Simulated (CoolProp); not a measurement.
Fluoroethane (R161) along the isotherm 237.2 K: density (kg/m³) from the reference equation and from simpler models built on Tc = 375.2 K, pc = 5.010 MPa, ω = 0.216; each cubic takes its own stable root.

Computed with CoolProp (reference Helmholtz-energy equation of state, Wu 2012).

| p (MPa) | phase | reference |
|---|---|---|
| 0.0158 | gas | 0.3870 |
| 0.03 | gas | 0.7381 |
| 0.0568 | gas | 1.410 |
| 0.204 | liquid | 815.6 |
| 0.387 | liquid | 815.8 |
| 0.734 | liquid | 816.2 |
| 1.39 | liquid | 817.0 |
| 2.64 | liquid | 818.5 |
| 5 | liquid | 821.2 |

### Question
How far does each simpler model (van der Waals, Redlich-Kwong, Soave-Redlich-Kwong) lie from the reference over these 9 states: mean and median of the absolute difference, and the worst?

### Answer
- van der Waals: mean 41.1 %, median 42.5 %, worst -99.4 % at 237.2 K and 0.204 MPa
- Redlich-Kwong: mean 10.9 %, median 16.1 %, worst -16.4 % at 237.2 K and 0.204 MPa
- Soave-Redlich-Kwong: mean 9.4 %, median 13.9 %, worst -14.1 % at 237.2 K and 0.204 MPa

At some of these states van der Waals gives the other phase, because its saturation line lies elsewhere.
